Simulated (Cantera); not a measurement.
Standard-state values (1 bar) from the NASA 1993 polynomials, evaluated with Cantera. Values are per mole of reaction as written; species without (g) are pure solids or liquids, kept so even where they would boil at 1 bar.

Si3N4 + 6 C = 2 N2(g) + 3 SiC2(g)

```csv
T (K),ΔH° (kJ),ΔS° (J/K),ΔG° (kJ),log10 K
300,2590.0,946.3,2306.1,-401.53
1098,2576.4,938.2,1546.3,-73.56
1298,2564.3,928.1,1359.7,-54.72
1498,2550.5,918.2,1175.1,-40.97
1698,___,___,___,___
1898,2520.1,900.2,811.5,-22.33
2098,___,___,___,___
2298,2488.1,884.9,454.5,-10.33
```

Task: Fill in the missing entries.

Result: 
- 1698, ΔH° (kJ): 2535.6
- 1698, ΔS° (J/K): 908.9
- 1698, ΔG° (kJ): 992.4
- 1698, log10 K: -30.53
- 2098, ΔH° (kJ): 2504.2
- 2098, ΔS° (J/K): 892.2
- 2098, ΔG° (kJ): 632.2
- 2098, log10 K: -15.74
